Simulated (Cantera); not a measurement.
Feed: 1 mol C₂F₆, 0.29 mol HCl, 0.38 mol H₂, equilibrated at 650 °C and 0.00133 bar.

Equilibrium computed with Cantera from the NASA thermochemical tables; the gas is ideal and each condensed phase is pure. Candidate condensed phases: C, C₆H₆, C₇H₈, C₈H₁₈; 118 gas species. The feed counts by its element totals alone. Gases not in the tables: C₂F₆ and larger saturated fluorocarbons. The numbers say what is thermodynamically allowed, not how fast it happens.

Base state: CF₄ 0.546, HF 0.341, HCl 0.102, Cl₂ 0.00891, CClF₃ 0.00218, Cl 0.000290, CCl₂F₂ 1.24e-5 (mole fractions); condensed: C(graphite).

Question: What changes in the equilibrium state with this change: pressure from 0.00133 bar to 1.80e-5 bar?

Answer: 
```json
[
 {"species": "CF₄", "before": "0.546", "after": "0.531"},
 {"species": "HF", "before": "0.341", "after": "0.373"},
 {"species": "HCl", "before": "0.102", "after": "0.0647"},
 {"species": "Cl₂", "before": "0.00891", "after": "0.0254"},
 {"species": "Cl", "before": "0.000290", "after": "0.00421"},
 {"species": "CCl₂F₂", "before": "1.24e-5", "after": "4.05e-6"},
 {"species": "CClF₃", "before": "0.00218", "after": "0.00123"},
 {"species": "C(graphite), mol", "before": "0.701", "after": "0.723"}
]
```
